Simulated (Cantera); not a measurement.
Input (Python, Cantera) and output of one run.

```python
import numpy as np
import cantera as ct

gas_names = """
    F F2 H HF H2 H2F2 H3F3 H4F4 H5F5 H6F6 H7F7 N NF NF2 NF3 NH NH2 NH3 N2 N2H2 N2H4 Si SiF SiF2 SiF3
    SiF4 SiH SiHF3 SiH2 SiH2F2 SiH3 SiH3F SiH4 SiN Si2 Si2N Si3
""".split()
cond_names = """
    Si(cr) Si(L) Si3N4(a)
""".split()


# ... load() reads the species with a 1 bar reference pressure and builds the phases ...
atoms = {
    'SiF4': {'Si': 1, 'F': 4},
    'NH3': {'N': 1, 'H': 3},
    'N2': {'N': 2},
}
top_T = {'Si3N4(a)': 2400}  # K; cautious upper limits of use, not melting points


# ... equilibrate(T, P, feed) seeds the gas with the atoms and calls Mixture.equilibrate('TP', solver="vcs", rtol=1e-11, max_steps=5000) ...
results = []
feed = {'SiF4': 1, 'NH3': 3.7, 'N2': 25}  # mol
T = 1275  # K
P = 68  # Pa
mix = equilibrate(T, P, feed)
results.append((T, P, feed, dict(zip(mix.species_names, mix.species_moles))))
x = sorted(zip(gas.X, gas.species_names), reverse=True)
print(f"T = {T:g} K  P = {P:g} Pa  gas = {mix.phase_moles(0):.4g} mol")
print("   x: " + "  ".join(f"{s} {v:.3e}" for v, s in x if v > 0.001))
print("   condensed (mol): " + ("  ".join(f"{mix.phase(i).name} {mix.phase_moles(i):.4g}"
      for i in range(1, mix.n_phases) if mix.phase_moles(i) > 1e-12) or "none"))
```

Result:

```
T = 1275 K  P = 68 Pa  gas = 33.43 mol
   x: N2 8.031e-01  H2 1.648e-01  SiF4 2.782e-02  HF 2.232e-03  SiF3 1.817e-03
   condensed (mol): Si3N4(a) 0.0001393
```

These are equilibrium values from Cantera (NASA tables, ideal gas, pure condensed phases), not measurements of a reactor. The tables' values for SiF3, SiF2 are old estimates; treat these amounts as uncertain.
